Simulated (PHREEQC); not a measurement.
1.6 g of hydrous ferric oxide (600 m²/g; 0.2 weak and 0.005 strong sites per Fe, Dzombak-Morel constants, diffuse double layer) in 1 kg of water with 0.05 mol/kgw of an inert sodium salt and 1.6e-05 mol/kgw Na2SO4, at 25 °C; the pH is set by adding NaOH or the inert anion's acid. O2 is buffered at 0.21 atm. CO2 from the air is kept out. Precipitation was switched off in this run.

Computed with PHREEQC (ion-association model, wateq4f.dat).

| pH | S sorbed (%) | surface charge σ (C/m²) | surface potential ψ (mV) |
|---|---|---|---|
| 4 | 99.9 | 0.293 | 159 |
| 4.5 | 99.8 | 0.237 | 148 |
| 5 | 99.6 | [?] | 134 |
| 5.5 | 98.6 | 0.129 | [?] |
| 6 | 94.2 | 0.088 | [?] |
| 6.5 | [?] | 0.057 | 78 |
| 7 | 36.2 | 0.034 | 55 |
| 7.5 | 7.9 | 0.017 | 31 |
| 8 | 1.2 | 0.003 | 6 |
| 8.5 | [?] | -0.010 | [?] |
| 9 | 0.0 | [?] | -45 |
| 9.5 | 0.0 | -0.046 | -69 |
| 10 | 0.0 | -0.074 | -90 |

What belongs in the gaps?


- 5, surface charge σ (C/m²): 0.180
- 5.5, surface potential ψ (mV): 118
- 6, surface potential ψ (mV): 99
- 6.5, S sorbed (%): 76.6
- 8.5, S sorbed (%): 0.2
- 8.5, surface potential ψ (mV): -20
- 9, surface charge σ (C/m²): -0.026

Species that the database lacks are ignored.
